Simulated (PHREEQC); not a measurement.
Make-up at 75 °C: 100 mmol/kgw CdCl2. Closed to the air; pH follows from the charge balance.

Model: ion-association model, wateq4f.dat, run in PHREEQC.

- pH: 5.14
- ionic strength: 0.119 mol/kgw

| species | molality | activity | log γ |
|---|---|---|---|
| Cl- | 0.0988 | 0.0721 | -0.137 |
| CdCl+ | 0.0631 | 0.0473 | -0.125 |
| Cd+2 | 0.0188 | 0.00596 | -0.499 |
| CdCl2 | 0.0162 | 0.0167 | 0.012 |
| CdCl3- | 0.00192 | 0.00144 | -0.125 |
| H+ | 9.06e-6 | 7.28e-6 | -0.095 |
| CdOHCl | 6.49e-6 | 6.67e-6 | 0.012 |
| CdOH+ | 2.17e-6 | 1.62e-6 | -0.125 |
| Cd2OH+3 | 3.69e-7 | 2.78e-8 | -1.123 |
| OH- | 3.68e-8 | 2.67e-8 | -0.139 |

Precipitation was switched off in this run. Complexes and solids missing from the database can't appear. Away from 25 °C the constants follow the database's enthalpies or fits; those with neither stay at their 25 °C values.
